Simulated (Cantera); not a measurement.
Input: 1 mol Fe2O3, 1.2 mol SO2, 3.1 mol N2, held at 600 K and 32.3 Torr.

Equilibrium computed with Cantera from the NASA thermochemical tables; the gas is ideal and each condensed phase is pure. Candidate condensed phases: Fe, FeO, FeS, FeSO4, FeS2, Fe2O3, Fe2(SO4)3, Fe3O4, S; 19 gas species. Rates play no part.

Base state: N2 0.721, SO2 0.279 (mole fractions); condensed: Fe2O3(s).

Question: What changes in the equilibrium state with this change: temperature from 600 K to 1548.15 K?

Answer: 
```csv
species,before,after
N2,0.721,0.694
SO2,0.279,0.268
O2,<1e-9,0.0369
NO,<1e-9,0.000604
SO3,1.66e-9,0.000315
"Fe2O3(s), mol",1.00,0
"Fe3O4(s), mol",0,0.667
```
